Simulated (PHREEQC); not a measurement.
Dissolve 26 mmol/kgw ZnI2 at 65 °C. Closed to the air; pH follows from the charge balance.

Computed with PHREEQC (ion-association model, wateq4f.dat).

```json
{
  "pH": "4.88",
  "ionic_strength": "0.0780 mol/kgw"
}
```

```csv
species,molality,activity,log γ
I-,0.0520,0.0406,-0.108
Zn+2,0.0260,0.0105,-0.395
H+,1.61e-5,1.33e-5,-0.084
ZnOH+,1.61e-5,1.26e-5,-0.108
ZnI+,6.70e-7,5.23e-7,-0.108
ZnI2,3.46e-7,3.52e-7,0.008
OH-,1.18e-8,9.06e-9,-0.116
```

No solid was allowed to form. Constants without temperature data keep their 25 °C values here.
